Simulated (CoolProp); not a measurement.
Properties of R143a at several states (Tc = 345.9 K, pc = 3.762 MPa, ω = 0.261).

Values from CoolProp's reference Helmholtz-energy equation of state, Lemmon and Jacobsen 2000.

```json
[
 {"T (K)": "440.7", "p (MPa)": "0.0157", "phase": "gas", "density (kg/m³)": "0.3603", "viscosity (µPa s)": "16.1", "conductivity (mW/(m K))": "30.4"},
 {"T (K)": "169.9", "p (MPa)": "0.0779", "phase": "liquid", "density (kg/m³)": "1310", "viscosity (µPa s)": "431", "conductivity (mW/(m K))": "132"},
 {"T (K)": "258", "p (MPa)": "11", "phase": "liquid", "density (kg/m³)": "1112", "viscosity (µPa s)": "179", "conductivity (mW/(m K))": "93.7"},
 {"T (K)": "284.8", "p (MPa)": "9.47", "phase": "liquid", "density (kg/m³)": "1033", "viscosity (µPa s)": "144", "conductivity (mW/(m K))": "82.9"},
 {"T (K)": "361.5", "p (MPa)": "5.85", "phase": "supercritical", "density (kg/m³)": "583.4", "viscosity (µPa s)": "49.8", "conductivity (mW/(m K))": "50.1"}
]
```

Viscosity comes from a separate model (Klein 1997), an estimate that may be off by 10 % or more. Thermal conductivity comes from a separate model (McLinden 2000), an estimate that may be off by 10 % or more.
